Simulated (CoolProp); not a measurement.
Vapour-liquid equilibrium of dimethyl carbonate (1) + n-heptane (2) at 17.3 bar; x and y are mole fractions of (1).

Model: multi-fluid Helmholtz-energy mixture model, Zhou 2011 and Span 2003; pair parameters Bell 2016, in CoolProp.

```json
[
 {"x": "0.05", "bubble temperature (°C)": "230.5", "y at the bubble point": "0.085", "dew temperature at overall composition x (°C)": "232.5", "liquid density (mol/L)": "4.442"},
 {"x": "0.15", "bubble temperature (°C)": "222.7", "y at the bubble point": "0.233", "dew temperature at overall composition x (°C)": "227.0", "liquid density (mol/L)": "4.752"},
 {"x": "0.25", "bubble temperature (°C)": "216.9", "y at the bubble point": "0.351", "dew temperature at overall composition x (°C)": "221.8", "liquid density (mol/L)": "5.054"},
 {"x": "0.35", "bubble temperature (°C)": "213.0", "y at the bubble point": "0.446", "dew temperature at overall composition x (°C)": "217.0", "liquid density (mol/L)": "5.366"},
 {"x": "0.45", "bubble temperature (°C)": "210.3", "y at the bubble point": "0.524", "dew temperature at overall composition x (°C)": "212.8", "liquid density (mol/L)": "5.704"},
 {"x": "0.55", "bubble temperature (°C)": "208.7", "y at the bubble point": "0.594", "dew temperature at overall composition x (°C)": "209.6", "liquid density (mol/L)": "6.082"},
 {"x": "0.65", "bubble temperature (°C)": "208.0", "y at the bubble point": "0.660", "dew temperature at overall composition x (°C)": "208.1", "liquid density (mol/L)": "6.510"},
 {"x": "0.75", "bubble temperature (°C)": "208.2", "y at the bubble point": "0.731", "dew temperature at overall composition x (°C)": "208.4", "liquid density (mol/L)": "6.998"},
 {"x": "0.85", "bubble temperature (°C)": "209.4", "y at the bubble point": "0.814", "dew temperature at overall composition x (°C)": "210.2", "liquid density (mol/L)": "7.546"},
 {"x": "0.95", "bubble temperature (°C)": "212.3", "y at the bubble point": "0.926", "dew temperature at overall composition x (°C)": "213.0", "liquid density (mol/L)": "8.150"}
]
```

y crosses x between x = 0.65 and 0.75: the model has an azeotrope there.

Pair parameters are fitted to limited data, so mixtures are less certain than the pure fluids.
